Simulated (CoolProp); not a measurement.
The fluid at 407.43 K and 0.948 MPa flows at 5.2 m/s in a round tube of 10 mm bore and 0.25 µm roughness, fully developed (64/Re and Nu = 3.66 if laminar; Colebrook and Gnielinski if turbulent). The same conditions are run with several fluids, on thermodynamics alone (safety and materials aside).

Computed with CoolProp (reference Helmholtz-energy equation of state of each fluid (R152A: Outcalt 1996; propane: Lemmon 2009; R227EA: Lemmon 2016; R22: Kamei 1995; CH2F2 (R32): Tillner-Roth 1997)).

```tsv
fluid	Reynolds number	Darcy friction factor	pressure drop (Pa/m)	heat-transfer coefficient (W/(m² K))	mass flow (kg/h)
R152A	67700	0.0197	526	367	29.1
propane	60900	___	356	421	19.2
R227EA	___	0.0164	___	___	___
R22	70400	0.0195	___	___	___
CH2F2 (R32)	43400	0.0216	443	245	22.2
```

Q: Some entries are withheld; supply them.

A: 
- propane, Darcy friction factor: 0.0201
- R227EA, Reynolds number: 168000
- R227EA, pressure drop (Pa/m): 1150
- R227EA, heat-transfer coefficient (W/(m² K)): 622
- R227EA, mass flow (kg/h): 76.6
- R22, pressure drop (Pa/m): 670
- R22, heat-transfer coefficient (W/(m² K)): 285
- R22, mass flow (kg/h): 37.4

Transport values come from each fluid's own correlations; those of R152A, R227EA, R22, CH2F2 (R32) are estimates that may be off by 10 % or more.
